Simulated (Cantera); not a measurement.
Feed: 1 mol Si3H8, 4.3 mol HCl, 74 mol H2, held at 950 °C and 180 Pa.

These are equilibrium values from Cantera (NASA tables, ideal gas, pure condensed phases), not measurements of a reactor. Candidate condensed phases: Si; 19 gas species. The feed counts by its element totals alone. The tables' values for SiCl3 are old estimates; treat these amounts as uncertain. The numbers say what is thermodynamically allowed, not how fast it happens.

Base state: H2 0.953, HCl 0.0422, SiCl2 0.00455, SiCl3 0.000188, SiCl4 6.23e-5, SiHCl3 4.34e-5 (mole fractions); condensed: Si(s).

### Question
What changes in the equilibrium state with this change: temperature from 950 °C to 1325 °C?

### Answer
| species | before | after |
|---|---|---|
| H2 | 0.953 | 0.952 |
| HCl | 0.0422 | 0.0403 |
| SiCl2 | 0.00455 | 0.00588 |
| H | 6.92e-6 | 0.00123 |
| Si | 1.79e-9 | 5.21e-5 |
| SiCl4 | 6.23e-5 | 8.51e-8 |
| SiCl | 4.31e-8 | 3.04e-5 |
| Cl | 2.64e-7 | 4.11e-5 |
| SiHCl3 | 4.34e-5 | 2.88e-7 |
| Si(s), mol | 2.60 | 2.51 |
The tables' values for SiCl, SiCl3 are old estimates; treat these amounts as uncertain.
